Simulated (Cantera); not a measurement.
An adiabatic, constant-volume homogeneous reactor starts with CO : H2 : O2 : N2 : CO2 = 1 : 0.41 : 1.16 : 4.35 : 0.41 (molar parts), equivalence ratio 0.61, at 1673 K and 1.01 bar.

Computed with Cantera and GRI-Mech 3.0 (53 species, 325 reactions).

Task: Predict: time of steepest temperature rise; temperature at 0.200 s; equilibrium temperature; x(CO) at 0.200 s; x(H2) at 0.200 s; x(O2) at 0.200 s; x(N2O) at 0.200 s; x(NO) at 0.200 s.

Result: 
- time of steepest temperature rise = 14.9 µs
- temperature at 0.200 s = 2715 K
- equilibrium temperature = 2715 K
- x(CO) at 0.200 s = 0.0484 (gas-phase equilibrium 0.0484)
- x(H2) at 0.200 s = 0.00227 (gas-phase equilibrium 0.00227)
- x(O2) at 0.200 s = 0.0759 (gas-phase equilibrium 0.0759)
- x(N2O) at 0.200 s = 1.08e-6 (gas-phase equilibrium 1.08e-6)
- x(NO) at 0.200 s = 0.0175 (gas-phase equilibrium 0.0175)
